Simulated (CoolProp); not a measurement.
Vapour-liquid equilibrium of R113 (1) + n-hexane (2) at 0.0247 MPa; x and y are mole fractions of (1).

The numbers come from the multi-fluid Helmholtz-energy mixture model, Marx 1992 and Thol 2019; pair parameters Bell 2016 in CoolProp.

Question: Give the bubble temperature and the first vapour's composition at x = 0.35, 0.65, 0.95. Is there an azeotrope?

Answer: x = 0.35: 291.9 K, y = 0.576; x = 0.65: 287.4 K, y = 0.792; x = 0.95: 284.3 K, y = 0.969. No azeotrope shows between x = 0.05 and 0.95.

The pair parameters rest on a limited set of measurements; away from them the model extrapolates.
